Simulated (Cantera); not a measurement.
Charge: 1 mol toluene, 16 mol H₂, 1.2 mol N₂, 0.36 mol NH₃, held at 133 Pa.

Equilibrium computed with Cantera from the NASA thermochemical tables; the gas is ideal and each condensed phase is pure. Candidate condensed phases: C, C₆H₆, C₇H₈, C₈H₁₈; 110 gas species. Ions and electrons are included (thermal ionisation). Equilibrium is a limit: real reactors are often held back by kinetics, nucleation or transport.

Task: Which condensed phases are stable at each of these points (T (K)): 2500, 2750, 3000, 3250, 3500, 3750, 4000, 4250, 4500, 4750, 5000?

Result: 
```csv
T (K),condensed phases,C condensed (%)
2500,C(graphite),90.2
2750,C(graphite),62.2
3000,gas only,0.0
3250,gas only,0.0
3500,gas only,0.0
3750,gas only,0.0
4000,gas only,0.0
4250,gas only,0.0
4500,gas only,0.0
4750,gas only,0.0
5000,gas only,0.0
```

From 2500 K to 2750 K the condensed part is C(graphite). From 3000 K to 5000 K nothing is condensed.
